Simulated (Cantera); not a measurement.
**Thermodynamics of carbothermic reduction, feed CuO + CH4 + N2**

Input: 1 mol CuO, 0.52 mol CH4, 0.22 mol N2, held at 1425 K and 1 atm.

Equilibrium computed with Cantera from the NASA thermochemical tables; the gas is ideal and each condensed phase is pure. Candidate condensed phases: C, C6H6, C7H8, C8H18, Cu, CuO, Cu(OH)2, Cu2O, H2O; 139 gas species. The numbers say what is thermodynamically allowed, not how fast it happens.

x(H2): 0.373
x(CO): 0.234
x(H2O): 0.211
x(N2): 0.124
x(CO2): 0.0583
x(NH3): 6.37e-6
x(H): 4.14e-6
x(Cu): 2.14e-6
n(Cu(l)): 1.000 mol
gas amount: 1.780 mol
log10 activity of C(graphite) (absent): -2.90
log10 activity of Cu(OH)2(s) (absent): -9.66
